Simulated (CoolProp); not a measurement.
Octamethylcyclotetrasiloxane (D4) along the isobar 546 kPa: fugacity coefficient from the reference equation and from simpler models built on Tc = 586.5 K, pc = 1347 kPa, ω = 0.598; each cubic takes its own stable root.

Computed with CoolProp (reference Helmholtz-energy equation of state, Thol 2015).

| T (K) | phase | reference | Redlich-Kwong | Soave-Redlich-Kwong |
|---|---|---|---|---|
| 496.1 | liquid | 0.4716 | 0.7225 | 0.4826 |
| 513.8 | liquid | 0.6287 | 0.8020 | 0.6445 |
| 531.5 | gas | 0.7948 | 0.8205 | 0.8021 |
| 549.2 | gas | 0.8195 | 0.8367 | 0.8254 |
| 566.9 | gas | 0.8404 | 0.8510 | 0.8456 |
| 584.6 | gas | 0.8584 | 0.8637 | 0.8632 |
| 602.3 | gas | 0.8739 | 0.8751 | 0.8788 |
| 620 | gas | 0.8875 | 0.8852 | 0.8926 |

At some of these states Redlich-Kwong gives the other phase, because its saturation line lies elsewhere.
